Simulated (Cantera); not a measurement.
Input: 1 mol CHF3, 0.091 mol F2, 0.42 mol H2, held at 0.0143 Torr.

Equilibrium computed with Cantera from the NASA thermochemical tables; the gas is ideal and each condensed phase is pure. Candidate condensed phases: C, C6H6, C7H8, C8H18; 95 gas species. Gases not in the tables: C2F6 and larger saturated fluorocarbons. The numbers say what is thermodynamically allowed, not how fast it happens.

Task: At 1673 K, list the 4 most abundant gas species with their mole fractions, and the condensed phases.

Result: HF 0.797, CF4 0.114, F 0.0550, CF2 0.0334. Condensed: C(graphite).
